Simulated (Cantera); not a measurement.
Feed: 1 mol NF3, 0.036 mol H2O, a varied amount of H2, held at 2200 °C and 1.70 mbar.

These are equilibrium values from Cantera (NASA tables, ideal gas, pure condensed phases), not measurements of a reactor. Candidate condensed phases: H2O; 40 gas species. Kinetics and transport are ignored.

x: gas mole fraction; nothing condenses.

```csv
n(H2) (mol),x HF,x H2,x H,x N2,x H2O
1.9,0.711,0.0443,0.114,0.119,0.00343
2.3,0.631,0.0910,0.163,0.105,0.00416
2.8,[?],[?],[?],[?],0.00421
3.3,0.495,0.184,0.232,0.0826,0.00402
4,0.431,0.231,0.260,0.0719,0.00369
4.8,0.375,0.274,0.283,0.0627,0.00333
5.7,0.328,0.311,0.301,0.0548,0.00298
6.8,[?],[?],0.318,[?],[?]
8.2,0.244,0.379,0.333,0.0407,0.00228
```

Task: Complete the blanks.

Result: 
- 2.8, x HF: 0.554
- 2.8, x H2: 0.142
- 2.8, x H: 0.204
- 2.8, x N2: 0.0926
- 6.8, x HF: 0.285
- 6.8, x H2: 0.346
- 6.8, x N2: 0.0475
- 6.8, x H2O: 0.00263
